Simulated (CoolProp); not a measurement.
Water along the isobar 100000 kPa: fugacity coefficient from the reference equation and from simpler models built on Tc = 647.1 K, pc = 22060 kPa, ω = 0.344; each cubic takes its own stable root.

The numbers come from the reference Helmholtz-energy equation of state, Wagner 2002 in CoolProp.

```
T (K)          phase  reference
-----  -------------  ---------
397           liquid   0.003848
435.7         liquid    0.01066
474.5         liquid    0.02421
513.3         liquid    0.04716
552           liquid    0.08139
590.8         liquid     0.1279
629.5         liquid     0.1858
668.3  supercritical     0.2536
707.1  supercritical     0.3282
745.8  supercritical     0.4054
```

### Question
How far does each simpler model (van der Waals, Redlich-Kwong, Soave-Redlich-Kwong, Peng-Robinson) lie from the reference over these 10 states: mean and median of the absolute difference, and the worst?

### Answer
- van der Waals: mean 329.3 %, median 125.7 %, worst +1498.0 % at 397 K and 100000 kPa
- Redlich-Kwong: mean 73.3 %, median 50.5 %, worst +217.0 % at 397 K and 100000 kPa
- Soave-Redlich-Kwong: mean 22.8 %, median 23.3 %, worst +26.2 % at 552 K and 100000 kPa
- Peng-Robinson: mean 12.3 %, median 12.9 %, worst +14.8 % at 513.3 K and 100000 kPa
